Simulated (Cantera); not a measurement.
A Cantera script and its output.

```python
import numpy as np
import cantera as ct

gas = ct.Solution("gri30.yaml")
gas.TPX = 2050, 18000, {'NO': 1, 'N2': 1.2}
reactor = ct.IdealGasConstPressureReactor(gas, energy="off", clone=False)
net = ct.ReactorNet([reactor])
net.rtol, net.atol = 1e-08, 1e-18
show = ['NO', 'O2', 'NO2', 'N2', 'O', 'N2O']
times = np.geomspace(0.0001, 200, 15)

steps = ct.SolutionArray(gas, extra=["t"])
rows = []
print(f"{'t/s':>10s}{'T/K':>9s}{'P/Pa':>11s}" + "".join(f"{s:>11s}" for s in show))
for t in times:
    while net.time < t:
        t_next = net.step()
        steps.append(gas.state, t=t_next)
    rows.append([np.interp(t, steps.t, y) for y in (steps.T, steps.P, *steps(*show).X.T)])
    print(f"{t:10.3e}{rows[-1][0]:9.1f}{rows[-1][1]:11.4g}" + "".join(f"{x:11.3e}" for x in rows[-1][2:]))
rate = np.gradient(steps.T, steps.t)
print("integrator steps:", len(steps.t))
if steps.T.max() > steps.T[0] + 200:
    print(f"time of steepest temperature rise: {steps.t[rate.argmax()]:.4e} s")
gas.TPX = 2050, 18000, {'NO': 1, 'N2': 1.2}
gas.equilibrate("TP")
print(f"equilibrium (TP): T = {gas.T:.1f} K  " + "  ".join(f"{s} {gas[s].X[0]:.3e}" for s in show))
```

It prints:

```
       t/s      T/K       P/Pa         NO         O2        NO2         N2          O        N2O
 1.000e-04   2050.0    1.8e+04  4.545e-01  4.794e-08  3.071e-07  5.455e-01  6.033e-06  5.971e-06
 2.819e-04   2050.0    1.8e+04  4.545e-01  3.862e-07  1.937e-06  5.455e-01  1.680e-05  1.593e-05
 7.946e-04   2050.0    1.8e+04  4.544e-01  3.486e-06  9.450e-06  5.455e-01  4.861e-05  3.864e-05
 2.240e-03   2050.0    1.8e+04  4.542e-01  3.940e-05  3.192e-05  5.455e-01  1.382e-04  7.369e-05
 6.314e-03   2050.0    1.8e+04  4.534e-01  3.427e-04  5.394e-05  5.459e-01  2.341e-04  9.197e-05
 1.780e-02   2050.0    1.8e+04  4.512e-01  1.444e-03  5.870e-05  5.470e-01  2.530e-04  9.151e-05
 5.017e-02   2050.0    1.8e+04  4.448e-01  4.624e-03  6.722e-05  5.502e-01  2.848e-04  8.806e-05
 1.414e-01   2050.0    1.8e+04  4.261e-01  1.390e-02  8.589e-05  5.595e-01  3.610e-04  7.896e-05
 3.986e-01   2050.0    1.8e+04  3.721e-01  4.076e-02  1.143e-04  5.864e-01  5.194e-04  5.750e-05
 1.124e+00   2050.0    1.8e+04  2.402e-01  1.066e-01  1.156e-04  6.523e-01  7.776e-04  2.238e-05
 3.168e+00   2050.0    1.8e+04  7.074e-02  1.912e-01  4.544e-05  7.370e-01  1.015e-03  1.977e-06
 8.929e+00   2050.0    1.8e+04  1.332e-02  2.199e-01  9.178e-06  7.656e-01  1.082e-03  2.431e-07
 2.517e+01   2050.0    1.8e+04  8.946e-03  2.221e-01  6.194e-06  7.678e-01  1.087e-03  2.096e-07
 7.095e+01   2050.0    1.8e+04  8.927e-03  2.221e-01  6.181e-06  7.678e-01  1.087e-03  2.095e-07
 2.000e+02   2050.0    1.8e+04  8.927e-03  2.221e-01  6.181e-06  7.678e-01  1.087e-03  2.095e-07
integrator steps: 1033
equilibrium (TP): T = 2050.0 K  NO 8.927e-03  O2 2.221e-01  NO2 6.181e-06  N2 7.678e-01  O 1.087e-03  N2O 2.095e-07
```

Detailed kinetics in Cantera: GRI-Mech 3.0 (53 species, 325 reactions).
